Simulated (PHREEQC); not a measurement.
Make-up at 20 °C: 0.00051 mol NH4HF2 and 0.11 mol H2SiF6 per kg of water. Closed to the air; pH follows from the charge balance.

All values are PHREEQC results (ion-association model, wateq4f.dat), not measurements.

Task: The ionic strength comes out as 0.325 mol/kgw. What activity coefficients do H+, SiF6-2, HF2-, F-, NH4+ get?

Result: H+ 0.78, SiF6-2 0.25, HF2- 0.67, F- 0.67, NH4+ 0.73.

Precipitation was switched off in this run. Examples of supersaturated solids here: Quartz (slow to form), Chalcedony (slow to form). Others may be too. Complexes and solids missing from the database can't appear. SiF6-2 is the database's only silicon fluoride.
